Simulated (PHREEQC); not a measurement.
## Copper plating or etch bath

Make-up at 25 °C: 0.0024 mol Cu(BF4)2, 1.46e-05 mol HBF4 and 0.00056 mol Na2SO4 per kg of water. Closed to the air; pH follows from the charge balance.

Equilibrium calculation in PHREEQC: ion-association model, wateq4f.dat.

No solid was allowed to form.

Task: Predict the pH, ionic strength.

Result: pH 3.00; ionic strength 0.00946 mol/kgw.

Task: In which forms is Cu present?

Result: Cu+2 94 %, CuSO4 3.8 %, CuF+ 2.5 % of the Cu.

Real BF4- forms and hydrolyses slowly; the run takes it at equilibrium.
